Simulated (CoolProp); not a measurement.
Vapour-liquid equilibrium of acetone (1) + benzene (2) at 456.9 K; x and y are mole fractions of (1).

Model: multi-fluid Helmholtz-energy mixture model, Lemmon 2006 and Thol 2012; pair parameters Bell 2016, in CoolProp.

```
x     bubble pressure, mixture model (MPa)  bubble pressure, Raoult's law (MPa)  y, mixture model  y, Raoult's law
----  ------------------------------------  -----------------------------------  ----------------  ---------------
0.05                                 1.164                                1.147             0.093            0.092
0.2                                  1.348                                1.300             0.309            0.325
0.35                                 1.512                                1.452             0.472            0.509
0.5                                  1.662                                1.604             0.609            0.658
0.65                                 1.803                                1.756             0.732            0.781
0.8                                  1.938                                1.909             0.848            0.885
0.95                                 2.069                                2.061             0.962            0.973
```

The largest gap from Raoult's law is +4.1 % in bubble pressure, at x = 0.35. No azeotrope shows between x = 0.05 and 0.95.

The pair parameters rest on a limited set of measurements; away from them the model extrapolates.
